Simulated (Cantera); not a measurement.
Input: 1 mol SiO₂, 1.9 mol CH₄, 17 mol N₂, held at 10000 Pa.

Cantera equilibrium calculation (NASA polynomials, part measured and part estimated; ideal gas, pure solids and liquids). Candidate condensed phases: C, C₆H₆, C₇H₈, C₈H₁₈, H₂O, Si, SiC, SiO₂, Si₂N₂O, Si₃N₄; 151 gas species. Mutual solubility and eutectic melting of coexisting phases are not modelled. Equilibrium is a limit: real reactors are often held back by kinetics, nucleation or transport.

At 1723 K, list the 4 most abundant gas species with their mole fractions, and the condensed phases.

N₂ 0.753, H₂ 0.171, CO 0.0733, SiO 0.000991. Condensed: SiC(s) + Si₂N₂O(s).
